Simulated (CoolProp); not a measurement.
A single-stage vapour-compression cycle with R1233zd(E): evaporating at 249.15 K (dew point), condensing at 312.15 K (bubble point), superheat 8 K, subcooling 2 K, compressor efficiency 0.75, no pressure losses. Each further row changes one setting.

Computed with CoolProp (reference Helmholtz-energy equation of state, Akasaka 2022).

```json
[
 {"case": "as stated", "cooling COP": "2.36", "pressure ratio": "14.0", "discharge temperature (K)": "342.2", "refrigerating effect (kJ/kg)": "149", "volumetric capacity (kJ/m³)": "138"},
 {"case": "evaporating temperature 254.15 K", "cooling COP": "2.67", "pressure ratio": "10.7", "discharge temperature (K)": "339.1", "refrigerating effect (kJ/kg)": "152", "volumetric capacity (kJ/m³)": "180"},
 {"case": "condensing temperature 307.15 K", "cooling COP": "2.63", "pressure ratio": "11.8", "discharge temperature (K)": "336.7", "refrigerating effect (kJ/kg)": "155", "volumetric capacity (kJ/m³)": "143"},
 {"case": "subcooling 7 K", "cooling COP": "2.46", "pressure ratio": "14.0", "discharge temperature (K)": "342.2", "refrigerating effect (kJ/kg)": "155", "volumetric capacity (kJ/m³)": "143"},
 {"case": "superheat 18 K", "cooling COP": "2.38", "pressure ratio": "14.0", "discharge temperature (K)": "353.0", "refrigerating effect (kJ/kg)": "156", "volumetric capacity (kJ/m³)": "139"},
 {"case": "compressor efficiency 0.65", "cooling COP": "2.05", "pressure ratio": "14.0", "discharge temperature (K)": "353.2", "refrigerating effect (kJ/kg)": "149", "volumetric capacity (kJ/m³)": "138"}
]
```
